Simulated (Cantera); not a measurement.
**Equilibrium for boron, boron nitride and boron oxide: B₂H₆ + H₂O + H₂ + NH₃**

Input: 1 mol B₂H₆, 0.12 mol H₂O, 1 mol H₂, 0.14 mol NH₃, at 0.0490 bar.

Cantera equilibrium calculation (NASA polynomials, part measured and part estimated; ideal gas, pure solids and liquids). Candidate condensed phases: B, BN, B₂O₃, B₃O₃H₃, H₂O; 39 gas species. The feed counts by its element totals alone. Mutual solubility and eutectic melting of coexisting phases are not modelled. The tables' values for BH₂ are old estimates; treat these amounts as uncertain. The numbers say what is thermodynamically allowed, not how fast it happens.

From 750 K to 1500 K the condensed part is B(s) + BN(s) + B₂O₃(l). From 1650 K to 1950 K the condensed part is B(s) + BN(s). The main B-bearing gas is B₃O₃H₃ at 750 K and HBO at 1950 K. The share of B in condensed phases is highest at 750 K (99.5 %) and lowest at 1950 K (93.9 %).

```csv
T (K),x H₂,x HBO,x H,x B₂O₂,x BO,x B₃O₃H₃,n B(s),n BN(s),n B₂O₃(l)
750,0.999,8.51e-10,1.43e-12,<1e-12,<1e-12,0.000787,1.78,0.140,0.0366
900,0.999,2.48e-7,5.28e-10,7.33e-12,<1e-12,0.00117,1.77,0.140,0.0349
1050,0.999,1.36e-5,3.66e-8,8.12e-9,3.08e-11,0.00140,1.77,0.140,0.0339
1200,0.998,0.000267,8.91e-7,1.48e-6,1.04e-8,0.00151,1.77,0.140,0.0330
1350,0.996,0.00263,1.07e-5,8.13e-5,9.37e-7,0.00154,1.77,0.140,0.0291
1500,0.980,0.0160,7.87e-5,0.00195,3.35e-5,0.00148,1.75,0.140,0.00137
1650,0.975,0.0212,0.000405,0.00238,0.000188,4.06e-5,1.74,0.140,0
1800,0.973,0.0224,0.00160,0.00195,0.000653,1.19e-6,1.74,0.139,0
1950,0.968,0.0222,0.00509,0.00150,0.00178,5.28e-8,1.75,0.130,0
```
x: gas mole fraction; n: condensed amount in mol.
